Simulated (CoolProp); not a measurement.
Vapour-liquid equilibrium of o-xylene (1) + n-decane (2) at 302.3 K; x and y are mole fractions of (1).

Values from CoolProp's multi-fluid Helmholtz-energy mixture model, Zhou 2012 and Lemmon 2006; pair parameters Bell 2016.

Give the bubble pressure and the first vapour's composition at x = 0.05, 0.2, 0.8. Is there an azeotrope?

x = 0.05: 0.002883 bar, y = 0.202; x = 0.2: 0.004279 bar, y = 0.547; x = 0.8: 0.009642 bar, y = 0.948. No azeotrope shows between x = 0.05 and 0.95.

The pair parameters rest on a limited set of measurements; away from them the model extrapolates.
